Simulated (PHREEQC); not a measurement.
**Ultrapure water in contact with air or piping: speciation**

A made-up water analysis in mg/L, 65 °C, pH 5.79, pe 8.2: Na 0.0151; K 0.000611; Ca 0.00667; Mg 0.00333; Cl 0.0206; S(6) as SO4 0.00396; Alkalinity as HCO3 0.0364; Zn 0.00146.

Na is adjusted to close the charge balance.
Valence states are taken as typed.

The numbers come from PHREEQC with the ion-association model, wateq4f.dat.

Precipitation was switched off in this run.

Question: Estimate the ionic strength.

Answer: ionic strength 3.25e-6 mol/kgw.

Question: In which forms is C present?

Answer: CO2 76 %, HCO3- 24 % of the C.

Constants without temperature data keep their 25 °C values here.
